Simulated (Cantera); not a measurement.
Input: 1 mol SiHCl3, 30 mol NH3, 2.2 mol N2, held at 0.00810 bar.

Cantera equilibrium calculation (NASA polynomials, part measured and part estimated; ideal gas, pure solids and liquids). Candidate condensed phases: NH4Cl, Si, Si3N4; 28 gas species. The numbers say what is thermodynamically allowed, not how fast it happens.

Over these rows the condensed part is Si3N4(s). Partial pressures as log10 of bar:

```tsv
T (K)	1000/T (1/K)	log p SiCl2	log p H2	log p N2	log p HCl
1000	1.0000	-9.76	-2.25	-2.68	-3.42
1075	0.9302	-8.79	-2.25	-2.68	-3.42
1150	0.8696	?	-2.25	-2.68	-3.42
1225	0.8163	-7.22	-2.25	-2.68	-3.42
1300	0.7692	-6.58	-2.25	-2.68	-3.42
1375	0.7273	-6.01	-2.25	-2.68	-3.42
```

Problem. Fit log p(SiCl2) = a + b·(1000/T) to the five rows, give the apparent enthalpy, and predict the row at 1150 K.

Solution. Means: 1000/T = 0.8486, log p = -7.672. Sxy = -0.710257, Sxx = 0.0516419, so b = -13.75 and a = -7.672 − (-13.75)×0.8486 = 4.00.
Apparent enthalpy: −19.145 × (-13.75) = 263 kJ/mol. With the condensed phases at unit activity, 1/3 Si3N4(s) + 2 HCl(g) = SiCl2(g) + H2(g) + 2/3 N2(g) links this pressure to the main gases: over the six rows their terms move log p by +0.00 in all, so the slope is close to that reaction's ΔH°. The five rows lie within 0.01 of the line.
Prediction at 1150 K: 4.00 + (-13.75)×0.8696 = -7.96. The computed value is -7.96, 0.00 from the line.
